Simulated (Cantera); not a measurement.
What does this Cantera script print?

```python
import numpy as np
import cantera as ct

gas = ct.Solution("gri30.yaml", transport_model="mixture-averaged")
show = ['NO', 'H2', 'H2O']

rows = []
print(f"{'T/K':>7s}{'rho':>11s}{'cp':>10s}{'mu':>11s}{'lambda':>11s}{'Pr':>7s}" + "".join(f"{'D_' + s:>11s}" for s in show))
for T in [400, 500, 600, 700, 800, 900, 1000, 1100, 1200]:
    gas.TPX = T, 500000, {'NH3': 0.29}
    Pr = gas.cp_mass * gas.viscosity / gas.thermal_conductivity
    D = [gas.mix_diff_coeffs_mole[gas.species_index(s)] for s in show]
    rows.append([gas.density, gas.cp_mass, gas.viscosity, gas.thermal_conductivity, Pr, *D])
    print(f"{T:7g}{gas.density:11.4e}{gas.cp_mass:10.1f}{gas.viscosity:11.4e}"
          f"{gas.thermal_conductivity:11.4e}{Pr:7.3f}" + "".join(f"{d:11.4e}" for d in D))
print("SI units: kg/m3, J/kg/K, Pa s, W/m/K, m2/s")
```

It prints:

```
    T/K        rho        cp         mu     lambda     Pr       D_NO       D_H2      D_H2O
    400 2.5604e+00    2269.4 1.3919e-05 4.4299e-02  0.713 7.6482e-06 2.7387e-05 7.1075e-06
    500 2.0484e+00    2465.8 1.7444e-05 6.0111e-02  0.716 1.1552e-05 4.0603e-05 1.1249e-05
    600 1.7070e+00    2662.0 2.0904e-05 7.7415e-02  0.719 1.6061e-05 5.5722e-05 1.6299e-05
    700 1.4631e+00    2844.4 2.4262e-05 9.5771e-02  0.721 2.1126e-05 7.2609e-05 2.2204e-05
    800 1.2802e+00    3009.3 2.7504e-05 1.1483e-01  0.721 2.6710e-05 9.1160e-05 2.8915e-05
    900 1.1380e+00    3162.4 3.0628e-05 1.3434e-01  0.721 3.2783e-05 1.1129e-04 3.6391e-05
   1000 1.0242e+00    3319.2 3.3637e-05 1.5410e-01  0.725 3.9321e-05 1.3293e-04 4.4594e-05
   1100 9.3107e-01    3454.4 3.6536e-05 1.7394e-01  0.726 4.6305e-05 1.5603e-04 5.3489e-05
   1200 8.5348e-01    3579.5 3.9333e-05 1.9377e-01  0.727 5.3716e-05 1.8053e-04 6.3048e-05
SI units: kg/m3, J/kg/K, Pa s, W/m/K, m2/s
```

Cantera simulation using GRI-Mech 3.0 (53 species, 325 reactions); the numbers are that mechanism's predictions, not measurements. Polar gases are described roughly by these parameters. The composition is frozen, though it would react at the higher temperatures.
